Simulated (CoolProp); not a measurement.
Properties of acetone along the isobar 6.7 MPa (Tc = 235.0 °C, pc = 4.692 MPa, ω = 0.307).

Values from CoolProp's reference Helmholtz-energy equation of state, Lemmon 2006. It is a short technical equation, of lower accuracy than the large ones.

```csv
T (°C),phase,Z,cp (kJ/(kg K)),cv (kJ/(kg K)),Joule-Thomson coefficient (K/MPa)
-79.35,liquid,0.2684,1.995,1.437,-0.4307
-70.05,liquid,0.2589,2.000,1.444,-0.4279
-60.75,liquid,0.2503,2.006,1.451,-0.4245
-51.45,liquid,0.2424,2.012,1.458,-0.4204
-42.05,liquid,0.2352,2.021,1.466,-0.4155
-32.75,liquid,0.2286,2.030,1.475,-0.4099
-23.45,liquid,0.2226,2.042,1.484,-0.4034
-14.15,liquid,0.2171,2.055,1.495,-0.3961
-4.85,liquid,0.2121,2.070,1.506,-0.3878
4.45,liquid,0.2074,2.086,1.519,-0.3786
```
